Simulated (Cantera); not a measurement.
## Catalytic combustion on Pt

An isothermal plug-flow reactor at 823 K and 0.820 bar (inlet), inlet velocity 0.18 m/s, active area per volume 230 1/m; feed 1.60 % H2, 8.11 % O2, 90.3 % N2, equivalence ratio 0.099.

Detailed kinetics in Cantera: Deutschmann's 1995 Pt surface mechanism with GRI-Mech 3.0 gas chemistry. Catalytic surfaces can have several steady states; this one follows from the mechanism file's or the stated starting coverage. Mass transfer to the wall is taken as infinitely fast.

| z (m) | x H2 | x O2 | x H2O | θ free Pt | θ O* | θ OH* |
|---|---|---|---|---|---|---|
| 3.1e-05 | 0.0104 | 0.0786 | 0.00564 | 0.261 | 0.735 | 0.00393 |
| 5.2e-05 | 0.00836 | 0.0776 | 0.00770 | 0.214 | 0.783 | 0.00381 |
| 8.6e-05 | 0.00630 | 0.0767 | 0.00978 | 0.167 | 0.830 | 0.00361 |
| 0.00014 | 0.00446 | 0.0758 | 0.0116 | 0.127 | 0.869 | 0.00334 |
| 0.00024 | 0.00275 | 0.0750 | 0.0134 | 0.0951 | 0.902 | 0.00304 |
| 0.0004 | 0.00151 | 0.0744 | 0.0146 | 0.0761 | 0.921 | 0.00281 |
| 0.00067 | 0.000655 | 0.0740 | 0.0155 | 0.0653 | 0.932 | 0.00266 |
| 0.0011 | 0.000199 | 0.0738 | 0.0159 | 0.0603 | 0.937 | 0.00258 |
| 0.0019 | 2.41e-5 | 0.0737 | 0.0161 | 0.0585 | 0.939 | 0.00255 |
| 0.0031 | 1.06e-6 | 0.0737 | 0.0161 | 0.0583 | 0.939 | 0.00255 |
x: gas mole fraction; θ: surface coverage.
